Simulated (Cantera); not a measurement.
Charge: 1 mol Si₂H₆, 7.2 mol O₃, at 1723 K and 16.5 Torr.

Equilibrium computed with Cantera from the NASA thermochemical tables; the gas is ideal and each condensed phase is pure. Candidate condensed phases: H₂O, Si, SiO₂; 18 gas species. The feed counts by its element totals alone. The tables hold silica as quartz up to 1696 K and as liquid above; real silica turns to tridymite and cristobalite and melts near 1996 K. Equilibrium is a limit: real reactors are often held back by kinetics, nucleation or transport.

Base state: O₂ 0.707, H₂O 0.290, OH 0.00254, O 0.000322, H₂ 5.91e-5 (mole fractions); condensed: SiO₂(condensed).

What changes in the equilibrium state with this change: O₃ from 7.2 to 2.7 mol?


| species | before | after |
|---|---|---|
| H₂O | 0.290 | 0.842 |
| O₂ | 0.707 | 0.154 |
| OH | 0.00254 | 0.00296 |
| H₂ | 5.91e-5 | 0.000368 |
| H | 9.45e-6 | 2.36e-5 |
| O | 0.000322 | 0.000150 |
| SiO₂(condensed), mol | 2.00 | 2.00 |
Gases not in the tables: Si(OH)₄.
